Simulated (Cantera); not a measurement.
A closed system holds: 1 mol N2O, 0.06 mol H2O, 0.16 mol H2, held at 2848 K and 75.0 Torr.

Cantera equilibrium calculation (NASA polynomials, part measured and part estimated; ideal gas, pure solids and liquids). Candidate condensed phases: H2O; 24 gas species. Kinetics and transport are ignored.

Base state: N2 0.541, O2 0.177, O 0.0870, H2O 0.0659, OH 0.0519, H 0.0348, NO 0.0299, H2 0.0130 (mole fractions); condensed: gas only.

Problem. What changes in the equilibrium state with this change: temperature from 2848 K to 900 K?

Solution. 
```
species   before    after
-------  -------  -------
N2         0.541    0.610
O2         0.177    0.256
H2O       0.0659    0.134
O         0.0870    <1e-9
H         0.0348    <1e-9
H2        0.0130    <1e-9
OH        0.0519  2.84e-8
NO        0.0299  8.96e-6
HO2      1.28e-5    <1e-9
N        1.15e-5    <1e-9
```
